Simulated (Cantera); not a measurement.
**Equilibrium for sublimation and decomposition of ceramics: SiC + Si + H2**

Feed: 1 mol SiC, 0.01 mol Si, 8.5 mol H2, equilibrated at 13300 Pa.

Equilibrium computed with Cantera from the NASA thermochemical tables; the gas is ideal and each condensed phase is pure. Candidate condensed phases: C, C6H6, C7H8, C8H18, Si, SiC; 87 gas species. Mutual solubility and eutectic melting of coexisting phases are not modelled. Gases not in the tables: Si2H6 and higher silanes. Equilibrium is a limit: real reactors are often held back by kinetics, nucleation or transport.

```json
[
 {"T (K)": "1523", "x H2": "1.000", "x H": "6.33e-5", "x Si": "1.35e-7", "x C2H2 (acetylene)": "7.49e-10", "x Si2C": "2.46e-10", "n Si(s)": "0.0100", "n SiC(s)": "1.000", "n Si(l)": "0"},
 {"T (K)": "1623", "x H2": "1.000", "x H": "0.000189", "x Si": "1.17e-6", "x C2H2 (acetylene)": "4.50e-9", "x Si2C": "4.35e-9", "n Si(s)": "0.00995", "n SiC(s)": "1.000", "n Si(l)": "0"},
 {"T (K)": "1723", "x H2": "0.999", "x H": "0.000499", "x Si": "7.38e-6", "x C2H2 (acetylene)": "2.51e-8", "x Si2C": "5.10e-8", "n Si(s)": "0", "n SiC(s)": "1.000", "n Si(l)": "0.00978"},
 {"T (K)": "1823", "x H2": "0.999", "x H": "0.00119", "x Si": "3.32e-5", "x C2H2 (acetylene)": "1.51e-7", "x Si2C": "3.97e-7", "n Si(s)": "0", "n SiC(s)": "1.000", "n Si(l)": "0.00932"},
 {"T (K)": "1923", "x H2": "0.997", "x H": "0.00258", "x Si": "0.000127", "x C2H2 (acetylene)": "7.48e-7", "x Si2C": "2.48e-6", "n Si(s)": "0", "n SiC(s)": "1.000", "n Si(l)": "0.00801"},
 {"T (K)": "2023", "x H2": "0.994", "x H": "0.00519", "x Si": "0.000427", "x C2H2 (acetylene)": "3.16e-6", "x Si2C": "1.29e-5", "n Si(s)": "0", "n SiC(s)": "1.000", "n Si(l)": "0.00435"},
 {"T (K)": "2123", "x H2": "0.989", "x H": "0.00977", "x Si": "0.000867", "x C2H2 (acetylene)": "2.51e-5", "x Si2C": "3.87e-5", "n Si(s)": "0", "n SiC(s)": "0.999", "n Si(l)": "0"},
 {"T (K)": "2223", "x H2": "0.981", "x H": "0.0174", "x Si": "0.00130", "x C2H2 (acetylene)": "0.000265", "x Si2C": "8.24e-5", "n Si(s)": "0", "n SiC(s)": "0.994", "n Si(l)": "0"},
 {"T (K)": "2323", "x H2": "0.966", "x H": "0.0293", "x Si": "0.00270", "x C2H2 (acetylene)": "0.00110", "x Si2C": "0.000236", "n Si(s)": "0", "n SiC(s)": "0.977", "n Si(l)": "0"},
 {"T (K)": "2423", "x H2": "0.942", "x H": "0.0471", "x Si": "0.00607", "x C2H2 (acetylene)": "0.00301", "x Si2C": "0.000708", "n Si(s)": "0", "n SiC(s)": "0.931", "n Si(l)": "0"}
]
```
x: gas mole fraction; n: condensed amount in mol.

From 1523 K to 1623 K the condensed part is Si(s) + SiC(s). From 1723 K to 2023 K the condensed part is Si(l) + SiC(s). From 2123 K to 2423 K the condensed part is SiC(s). The main Si-bearing gas is SiH2 at 1523 K and Si at 2423 K.
